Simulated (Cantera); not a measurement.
What does this Cantera script print?

```python
import numpy as np
import cantera as ct

gas_names = """
    F F2 H HF H2 H2F2 H3F3 H4F4 H5F5 H6F6 H7F7 N NF NF2 NF3 NH NH2 NH3 N2 N2H2 N2H4 Si SiF SiF2 SiF3
    SiF4 SiH SiHF3 SiH2 SiH2F2 SiH3 SiH3F SiH4 SiN Si2 Si2N Si3
""".split()
cond_names = """
    Si(cr) Si(L) Si3N4(a)
""".split()


def load(file, names, dense=False):
    # The tables refer to 1 bar. Condensed volumes are neglected.
    table = {s.name: s for s in ct.Species.list_from_file(file)}
    out = []
    for n in names:
        d = dict(table[n].input_data)
        d["thermo"] = dict(d["thermo"], **{"reference-pressure": 1e5})
        if dense:
            d["equation-of-state"] = {"model": "constant-volume", "density": "1e6 g/cm^3"}
        out.append(ct.Species.from_dict(d))
    return out


gas = ct.Solution(thermo="ideal-gas", species=load("nasa_gas.yaml", gas_names))
cond = {s.name: ct.Solution(thermo="fixed-stoichiometry", species=[s], name=s.name)
        for s in load("nasa_condensed.yaml", cond_names, dense=True)}
atoms = {
    'Si3N4': {'Si': 3, 'N': 4},
    'HF': {'H': 1, 'F': 1},
    'N2': {'N': 2},
}
top_T = {'Si3N4(a)': 2400}  # K; cautious upper limits of use, not melting points


def equilibrate(T, P, feed):
    n = {}
    for name, mol in feed.items():
        for a, k in atoms[name].items():
            n[a] = n.get(a, 0.0) + k * mol
    gas.TPX = T, P, n
    mass = sum(n.values()) * gas.mean_molecular_weight
    gas.equilibrate("TP")
    valid = [c for c in cond.values() if c.min_temp <= T <= top_T.get(c.name, c.max_temp)]
    mix = ct.Mixture([(gas, mass / gas.mean_molecular_weight)] + [(c, 0.0) for c in valid])
    mix.T, mix.P = T, P
    mix.equilibrate("TP", solver="vcs", rtol=1e-11, max_steps=5000)
    return mix


results = []
feed = {'Si3N4': 1, 'HF': 3.4, 'N2': 9.1}  # mol
T = 1425  # K
P = 8200  # Pa
mix = equilibrate(T, P, feed)
results.append((T, P, feed, dict(zip(mix.species_names, mix.species_moles))))
x = sorted(zip(gas.X, gas.species_names), reverse=True)
print(f"T = {T:g} K  P = {P:g} Pa  gas = {mix.phase_moles(0):.4g} mol")
print("   x: " + "  ".join(f"{s} {v:.3e}" for v, s in x if v > 1e-06))
print("   condensed (mol): " + ("  ".join(f"{mix.phase(i).name} {mix.phase_moles(i):.4g}"
      for i in range(1, mix.n_phases) if mix.phase_moles(i) > 1e-12) or "none"))
```

It prints:

```
T = 1425 K  P = 8200 Pa  gas = 12.24 mol
   x: N2 7.902e-01  H2 1.369e-01  SiF4 6.583e-02  HF 3.267e-03  SiF3 2.935e-03  SiHF3 7.679e-04  SiF2 8.552e-05  H 8.815e-06  SiH2F2 4.146e-06
   condensed (mol): Si3N4(a) 0.716
```

Method: chemical equilibrium by Gibbs-energy minimisation in Cantera with the NASA 1993 tables (ideal gas, pure condensed phases). The tables' values for SiF3, SiF2 are old estimates; treat these amounts as uncertain.
